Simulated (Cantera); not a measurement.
Input (Python, Cantera):

```python
import numpy as np
import cantera as ct

gas = ct.Solution("gri30.yaml")


def delay(T, t_max=10):
    gas.TPX = T, 93000, {'CH4': 1, 'H2': 0.045, 'O2': 1.35, 'N2': 9.3, 'CO2': 0.57}
    reactor = ct.IdealGasConstPressureReactor(gas, clone=False)
    net = ct.ReactorNet([reactor])
    net.rtol, net.atol = 1e-8, 1e-16
    while net.time < t_max:
        t_old, T_old = net.time, reactor.T
        net.step()
        if reactor.T > T + 400:  # ignition: a rise of 400 K
            return t_old + (T + 400 - T_old) / (reactor.T - T_old) * (net.time - t_old)
    return np.nan


taus = []
for T in [1098, 1198, 1298, 1398, 1498, 1598]:
    taus.append(delay(T))
    print(f"T0 = {T:6g} K   tau = {taus[-1]:.4e} s")
```

Output:

```
T0 =   1098 K   tau = 2.7325e-01 s
T0 =   1198 K   tau = 7.5866e-02 s
T0 =   1298 K   tau = 2.1764e-02 s
T0 =   1398 K   tau = 6.6312e-03 s
T0 =   1498 K   tau = 2.2190e-03 s
T0 =   1598 K   tau = 8.4700e-04 s
```

Cantera simulation using GRI-Mech 3.0 (53 species, 325 reactions); the numbers are that mechanism's predictions, not measurements.
